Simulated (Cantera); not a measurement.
A closed system holds: 1 mol CsCl, 0.087 mol H2O, 1.8 mol N2, 2.3 mol H2, equilibrated at 902 °C and 42.0 Pa.

Equilibrium computed with Cantera from the NASA thermochemical tables; the gas is ideal and each condensed phase is pure. Candidate condensed phases: Cs, CsCl, CsOH, H2O, NH4Cl; 37 gas species. Rates play no part.

Base state: H2 0.443, N2 0.347, CsCl 0.192, H2O 0.0168, Cs2Cl2 0.000487, HCl 0.000296, Cs 0.000273, CsOH 2.27e-5 (mole fractions); condensed: gas only.

**Question.** What changes in the equilibrium state with this change: CsCl replaced by FeCl3?

**Answer.** 
```tsv
species	before	after
N2	0.347	0.317
HCl	0.000296	0.294
H2	0.443	0.257
CsCl	0.192	0
FeCl2	0	0.117
H2O	0.0168	0.0153
Cs2Cl2	0.000487	0
Cs	0.000273	0
Fe(α), mol	0	0.336
```
Further candidate phases: Fe, FeCl2, FeCl3, FeO, Fe(OH)2, Fe(OH)3, Fe2O3, Fe3O4.
